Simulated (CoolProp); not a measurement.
A Linde-Hampson liquefier for methane: isothermal reversible compression at 300 K from 1 atm to 10 MPa, throttling to 1 atm, return gas leaving the recuperator 2 K below the feed. Each further row changes one setting.

Computed with CoolProp (reference Helmholtz-energy equation of state, Setzmann 1991).

| case | liquid yield per pass | compression work (kJ/kg of gas) |
|---|---|---|
| as stated | 0.104 | 689 |
| high pressure 20 MPa | 0.191 | 779 |
| warm-end temperature 330 K | 0.077 | 767 |
| warm-end gap 7 K | 0.093 | 689 |
